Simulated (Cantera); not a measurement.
# Ammonia decomposition in nitride growth gas

An isothermal, constant-pressure homogeneous reactor starts with NH3 : N2 = 1 : 7 (molar parts), at 2075 K and 100000 Pa.

Model: the gas-phase N/H chemistry of the illustrative SiF4/NH3 mechanism in the Surface Chemkin manual (1991), integrated in Cantera. Walls and surfaces, which speed up NH3 decomposition in real reactors, are not modelled.

```tsv
t (s)	x NH3	x N2H4	x NH2	x NH	x H	x N	x N2H2
0.000200	0.124	1.16e-7	0.000671	6.63e-6	4.07e-6	5.31e-8	9.01e-7
0.00112	0.118	9.25e-8	0.000599	1.00e-5	1.81e-5	3.30e-7	9.53e-7
0.00632	0.0887	4.16e-8	0.000402	1.25e-5	7.43e-5	1.08e-6	6.45e-7
0.0356	0.0213	4.85e-9	0.000137	8.27e-6	0.000298	1.41e-6	1.21e-7
0.200	0.000159	2.37e-12	3.03e-6	5.79e-7	0.00106	3.10e-7	1.58e-10
1.12	1.18e-5	<1e-12	2.32e-7	4.56e-8	0.00109	2.51e-8	1.59e-12
6.32	2.10e-6	<1e-12	4.12e-8	8.09e-9	0.00109	4.45e-9	<1e-12
35.6	1.10e-6	<1e-12	2.16e-8	4.24e-9	0.00109	2.33e-9	<1e-12
200	1.10e-6	<1e-12	2.16e-8	4.23e-9	0.00109	2.33e-9	<1e-12
```
x: mole fraction; the columns are a selection and need not sum to one.

Equilibrium at this temperature and pressure: NH3 1.10e-6, N2H4 <1e-12, NH2 2.16e-8, NH 4.23e-9, H 0.00109, N 2.33e-9, N2H2 <1e-12 (gas phase only).
